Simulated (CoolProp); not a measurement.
C3F8 (R218) along the isotherm 91.15 °C: Z from the reference equation and from simpler models built on Tc = 71.9 °C, pc = 2.640 MPa, ω = 0.317; each cubic takes its own stable root.

Values from CoolProp's reference Helmholtz-energy equation of state, Lemmon 2006. It is a short technical equation, of lower accuracy than the large ones.

```csv
p (MPa),phase,reference,van der Waals,Redlich-Kwong,Soave-Redlich-Kwong
0.0125,gas,0.9987,0.9988,0.9986,0.9987
0.0202,gas,0.9979,0.9980,0.9978,0.9978
0.0327,gas,0.9967,0.9968,0.9964,0.9965
0.0528,gas,0.9946,0.9948,0.9942,0.9944
0.0853,gas,0.9913,0.9915,0.9905,0.9909
0.138,gas,0.9858,0.9863,0.9847,0.9852
0.223,gas,0.9769,0.9776,0.9751,0.9759
0.36,gas,0.9622,0.9635,0.9594,0.9608
0.581,gas,0.9377,0.9399,0.9334,0.9358
0.939,gas,0.8956,0.8995,0.8895,0.8937
1.52,gas,0.8196,0.8262,0.8117,0.8199
2.45,gas,0.6695,0.6736,0.6601,0.6802
3.96,supercritical,0.3520,0.3826,0.3611,0.4041
```
